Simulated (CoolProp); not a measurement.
Saturation properties of p-xylene.

Values from CoolProp's reference Helmholtz-energy equation of state, Zhou 2012.

```json
[
 {"T (K)": "379.3", "p (MPa)": "0.03931", "liquid density (kg/m³)": "784.0", "enthalpy of vaporisation (kJ/kg)": "355.4", "liquid cp (kJ/(kg K))": "1.995", "surface tension (mN/m)": "19.5", "vapour viscosity (µPa s)": "(withheld)"},
 {"T (K)": "402.1", "p (MPa)": "0.07833", "liquid density (kg/m³)": "762.3", "enthalpy of vaporisation (kJ/kg)": "342.1", "liquid cp (kJ/(kg K))": "(withheld)", "surface tension (mN/m)": "17.2", "vapour viscosity (µPa s)": "8.54"},
 {"T (K)": "425", "p (MPa)": "0.1436", "liquid density (kg/m³)": "739.4", "enthalpy of vaporisation (kJ/kg)": "327.8", "liquid cp (kJ/(kg K))": "2.164", "surface tension (mN/m)": "15.0", "vapour viscosity (µPa s)": "8.98"},
 {"T (K)": "447.8", "p (MPa)": "0.2445", "liquid density (kg/m³)": "715.4", "enthalpy of vaporisation (kJ/kg)": "312.5", "liquid cp (kJ/(kg K))": "(withheld)", "surface tension (mN/m)": "12.9", "vapour viscosity (µPa s)": "9.42"},
 {"T (K)": "470.7", "p (MPa)": "0.3937", "liquid density (kg/m³)": "689.7", "enthalpy of vaporisation (kJ/kg)": "295.7", "liquid cp (kJ/(kg K))": "2.348", "surface tension (mN/m)": "10.8", "vapour viscosity (µPa s)": "9.89"},
 {"T (K)": "493.5", "p (MPa)": "(withheld)", "liquid density (kg/m³)": "662.0", "enthalpy of vaporisation (kJ/kg)": "277.1", "liquid cp (kJ/(kg K))": "2.451", "surface tension (mN/m)": "8.78", "vapour viscosity (µPa s)": "10.4"},
 {"T (K)": "516.4", "p (MPa)": "0.8885", "liquid density (kg/m³)": "631.5", "enthalpy of vaporisation (kJ/kg)": "255.9", "liquid cp (kJ/(kg K))": "2.569", "surface tension (mN/m)": "6.84", "vapour viscosity (µPa s)": "11.0"},
 {"T (K)": "539.2", "p (MPa)": "1.265", "liquid density (kg/m³)": "597.1", "enthalpy of vaporisation (kJ/kg)": "231.1", "liquid cp (kJ/(kg K))": "2.715", "surface tension (mN/m)": "5.00", "vapour viscosity (µPa s)": "11.8"},
 {"T (K)": "562.1", "p (MPa)": "1.755", "liquid density (kg/m³)": "556.3", "enthalpy of vaporisation (kJ/kg)": "200.3", "liquid cp (kJ/(kg K))": "2.929", "surface tension (mN/m)": "3.26", "vapour viscosity (µPa s)": "12.7"}
]
```

Complete the blanks.


- 379.3, vapour viscosity (µPa s): 8.10
- 402.1, liquid cp (kJ/(kg K)): 2.078
- 447.8, liquid cp (kJ/(kg K)): 2.254
- 493.5, p (MPa): 0.6029

It boils at 411.5 K under 1 atm.

Viscosity comes from a separate model (Balogun 2015). Surface tension comes from a separate correlation (Mulero 2014).
